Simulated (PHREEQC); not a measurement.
## Brine: an equilibrium model

Make-up at 75 °C: 0.24 mol Na2SO4, 0.34 mol K2SO4 and 0.14 mol MgCl2 per kg of water. Closed to the air; pH follows from the charge balance.

The numbers come from PHREEQC with the Pitzer model, pitzer.dat.

Precipitation was switched off in this run.

Problem. What activity of water, density does the model give?

Solution. activity of water 0.973; density 1.055 g/cm³.

Species that the database lacks are ignored. Away from 25 °C the constants follow the database's enthalpies or fits; those with neither stay at their 25 °C values.
